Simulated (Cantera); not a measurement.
# Moist CO burnout

An isothermal, constant-pressure homogeneous reactor starts with CO : O2 : H2O : N2 = 0.0038 : 0.0022 : 0.0035 : 1 (molar parts), at 1275 K and 0.257 atm.

Detailed kinetics in Cantera: GRI-Mech 3.0 (53 species, 325 reactions).

```
t (s)         x CO      x O2    x H2O     x N2O      x OH     x CO2     x NO2
--------  --------  --------  -------  --------  --------  --------  --------
0.000400   0.00376   0.00218  0.00347    <1e-12  1.02e-11  1.33e-10    <1e-12
0.000811   0.00376   0.00218  0.00347    <1e-12  3.20e-11  2.90e-10    <1e-12
0.00165    0.00376   0.00218  0.00347    <1e-12  1.05e-10  7.12e-10    <1e-12
0.00334    0.00376   0.00218  0.00347    <1e-12  4.08e-10   2.37e-9    <1e-12
0.00678    0.00376   0.00218  0.00347    <1e-12   2.80e-9   1.59e-8    <1e-12
0.0137     0.00376   0.00218  0.00347  1.94e-11   8.78e-8   5.05e-7    <1e-12
0.0279     0.00352   0.00205  0.00338   9.99e-9   2.73e-5  0.000246    <1e-12
0.0566     0.00105   0.00101  0.00281   2.30e-8   7.91e-5   0.00271  9.58e-12
0.115     0.000429  0.000628  0.00311   2.06e-8   5.36e-5   0.00334  2.06e-11
0.233     0.000221  0.000460  0.00331   2.36e-8   3.35e-5   0.00355  3.14e-11
0.472     0.000106  0.000372  0.00340   2.90e-8   2.09e-5   0.00366  5.11e-11
0.958      4.56e-5  0.000328  0.00344   3.73e-8   1.29e-5   0.00373  9.70e-11
1.94       1.74e-5  0.000308  0.00346   4.61e-8   7.77e-6   0.00375  2.01e-10
3.94       6.02e-6  0.000300  0.00347   4.70e-8   4.56e-6   0.00377  3.79e-10
8.00       2.03e-6  0.000298  0.00347   3.19e-8   2.67e-6   0.00377  5.58e-10
```
x: mole fraction; the columns are a selection and need not sum to one.

Equilibrium at this temperature and pressure: CO 4.01e-8, O2 0.000291, H2O 0.00347, N2O 5.41e-10, OH 3.95e-7, CO2 0.00377, NO2 3.20e-9 (gas phase only).
